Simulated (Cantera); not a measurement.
Cantera run, input and output.

```python
import numpy as np
import cantera as ct

gas = ct.Solution("gri30.yaml")


def delay(T, t_max=10):
    gas.TPX = T, 490000, {'CO': 1, 'H2': 0.13, 'O2': 0.471, 'N2': 1.22}
    reactor = ct.IdealGasConstPressureReactor(gas, clone=False)
    net = ct.ReactorNet([reactor])
    net.rtol, net.atol = 1e-8, 1e-16
    while net.time < t_max:
        t_old, T_old = net.time, reactor.T
        net.step()
        if reactor.T > T + 400:  # ignition: a rise of 400 K
            return t_old + (T + 400 - T_old) / (reactor.T - T_old) * (net.time - t_old)
    return np.nan


taus = []
for T in [875, 950, 1025, 1100, 1175, 1250, 1325, 1400]:
    taus.append(delay(T))
    print(f"T0 = {T:6g} K   tau = {taus[-1]:.4e} s")
```

Output:

```
T0 =    875 K   tau = 8.9072e-02 s
T0 =    950 K   tau = 8.7161e-03 s
T0 =   1025 K   tau = 1.0566e-03 s
T0 =   1100 K   tau = 1.3508e-04 s
T0 =   1175 K   tau = 3.4215e-05 s
T0 =   1250 K   tau = 1.6840e-05 s
T0 =   1325 K   tau = 1.0911e-05 s
T0 =   1400 K   tau = 8.0839e-06 s
```

Model: GRI-Mech 3.0 (53 species, 325 reactions), integrated in Cantera. The hydrogen kinetics of GRI-Mech 3.0 are dated; newer H2 mechanisms differ, most at raised pressure. Below about 950 K walls govern HO2 and H2O2 in real vessels.
